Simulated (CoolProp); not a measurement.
Properties of methane along the isotherm 219 K (Tc = 190.6 K, pc = 4.599 MPa, ω = 0.011).

Computed with CoolProp (reference Helmholtz-energy equation of state, Setzmann 1991).

| p (MPa) | phase | expansivity (1/kK) | fugacity coefficient |
|---|---|---|---|
| 0.627 | gas | 5.019 | 0.9702 |
| 1.25 | gas | 5.547 | 0.9410 |
| 1.88 | gas | 6.185 | 0.9119 |
| 2.51 | gas | 6.955 | 0.8831 |
| 3.14 | gas | 7.900 | 0.8547 |
| 3.76 | gas | 9.058 | … |
| 4.39 | gas | 10.55 | 0.7993 |
| 5.02 | supercritical | … | 0.7719 |
| 5.64 | supercritical | … | 0.7452 |
| 6.27 | supercritical | 18.05 | 0.7184 |
| 6.9 | supercritical | 21.81 | 0.6920 |

Question: What belongs in the gaps?

Answer: 
- 3.76, fugacity coefficient: 0.8271
- 5.02, expansivity (1/kK): 12.46
- 5.64, expansivity (1/kK): 14.89
